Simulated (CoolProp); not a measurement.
A simple Rankine cycle with R1132(E): condensing at 294.15 K, boiler at 3.93 MPa, turbine inlet 350.4 K, turbine efficiency 0.65, pump efficiency 0.7, no recuperator. Each further row changes one setting.

The numbers come from the reference Helmholtz-energy equation of state, Akasaka 2024 in CoolProp.

```csv
case,thermal efficiency (%),net work (kJ/kg),heat in (kJ/kg),turbine exit temperature (K),volume ratio over the turbine
as stated,6.2,15.2,245,301.1,2.75
turbine inlet 370.4 K,6.6,18.4,278,325.3,2.66
condensing temperature 286.15 K,7.3,19.1,260,292.2,3.42
boiler pressure 2.75 MPa,4.5,12.1,269,323.3,1.84
turbine efficiency 0.55,5.0,12.3,245,303.4,2.79
```
